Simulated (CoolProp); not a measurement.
A single-stage vapour-compression cycle with hydrogen sulfide: evaporating at 199.15 K (dew point), condensing at 227.15 K (bubble point), superheat 0 K, subcooling 5 K, compressor efficiency 0.9, no pressure losses. Each further row changes one setting.

Model: reference Helmholtz-energy equation of state, Lemmon 2006, in CoolProp. It is a short technical equation, of lower accuracy than the large ones.

```json
[
 {"case": "as stated", "cooling COP": "5.69", "pressure ratio": "4.15", "discharge temperature (K)": "292.5", "refrigerating effect (kJ/kg)": "516", "volumetric capacity (kJ/m³)": "516"},
 {"case": "evaporating temperature 204.15 K", "cooling COP": "7.29", "pressure ratio": "3.12", "discharge temperature (K)": "277.8", "refrigerating effect (kJ/kg)": "520", "volumetric capacity (kJ/m³)": "678"},
 {"case": "condensing temperature 222.15 K", "cooling COP": "[?]", "pressure ratio": "3.32", "discharge temperature (K)": "[?]", "refrigerating effect (kJ/kg)": "526", "volumetric capacity (kJ/m³)": "526"},
 {"case": "subcooling 10 K", "cooling COP": "[?]", "pressure ratio": "4.15", "discharge temperature (K)": "292.5", "refrigerating effect (kJ/kg)": "526", "volumetric capacity (kJ/m³)": "526"},
 {"case": "superheat 10 K", "cooling COP": "5.51", "pressure ratio": "4.15", "discharge temperature (K)": "306.9", "refrigerating effect (kJ/kg)": "526", "volumetric capacity (kJ/m³)": "500"},
 {"case": "compressor efficiency 0.8", "cooling COP": "5.05", "pressure ratio": "4.15", "discharge temperature (K)": "303.5", "refrigerating effect (kJ/kg)": "516", "volumetric capacity (kJ/m³)": "516"}
]
```

Question: Complete the blanks.

Answer: 
- condensing temperature 222.15 K, cooling COP: 7.09
- condensing temperature 222.15 K, discharge temperature (K): 275.6
- subcooling 10 K, cooling COP: 5.80
